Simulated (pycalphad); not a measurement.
Source of the numbers: pycalphad with the COST 507 light-alloy database (1999); pressure 1 atm. These are 1990s assessments: newer ones move some temperatures and phases. Amounts are mole fractions of atoms.

Give the equilibrium state of Mg-6.06Al-0.39Si (at.%) at 570 K.

HCP_A3, fraction 0.976, with 5.7 Al, <0.01 Si at.%; ALMG_GAMMA, fraction 0.012, with 41.0 Al, no Si at.%; MG2SI, fraction 0.012, with no Al, 33.3 Si at.%.

Give the equilibrium state of Mg-6.06Al-0.39Si (at.%) at 770 K.


```
T = 770.00 K, P = 101325 Pa, N = 1 mol of atoms
G = -32988 J/mol, H = 13229 J/mol, S = 60.02 J/(mol K)  (SER reference)
chemical potentials (J/mol): Mg -32339, Al -40166, Si -77148
phase             fraction      x(Mg)      x(Al)      x(Si)
HCP_A3              0.9883     0.9387     0.0613   2.22e-06
MG2SI               0.0117     0.6667       none     0.3333
```

Database names, with the compositions (at.%) that they take in these runs: MG2SI: Mg 67 Si 33; ALMG_GAMMA: Mg 59 Al 41. HCP_A3 is hcp. An entry "none" or "no" means that the model of the phase leaves that element out.
